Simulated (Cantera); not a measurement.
Diamond growth

A diamond (100) surface in a fixed gas of H2 with x(CH4) = 0.004, x(H) = 0.004, x(CH3) = 1.4e-05, 0.168 atm; coverages are run to steady state.

Model: the Harris–Goodwin 1993 mechanism for the reconstructed diamond (100) surface, integrated in Cantera.

```
T (K)  growth (µm/h)  θ c6HH  θ c6H*  θ c6*H   θ c6**    θ c6HM
-----  -------------  ------  ------  ------  -------  --------
950            0.981   0.642  0.0142   0.334  0.00665   0.00234
1000            1.24   0.596  0.0184   0.373  0.00963   0.00187
1050            1.48   0.553  0.0230   0.409   0.0133   0.00148
1100            1.65   0.513  0.0279   0.440   0.0178   0.00112
1150            1.62   0.476  0.0330   0.466   0.0230  0.000766
1200            1.36   0.444  0.0383   0.489   0.0287  0.000447
1250            1.01   0.414  0.0436   0.507   0.0350  0.000221
1300           0.753   0.389  0.0489   0.521   0.0415   9.75e-5
1350           0.625   0.366  0.0540   0.531   0.0481   4.10e-5
1400           0.576   0.347  0.0590   0.539   0.0546   1.70e-5
```
θ: site fractions in the mechanism's names (c6HH fully hydrogenated, c6H* and c6*H radical sites, c6** diradical, c6HM methylated).
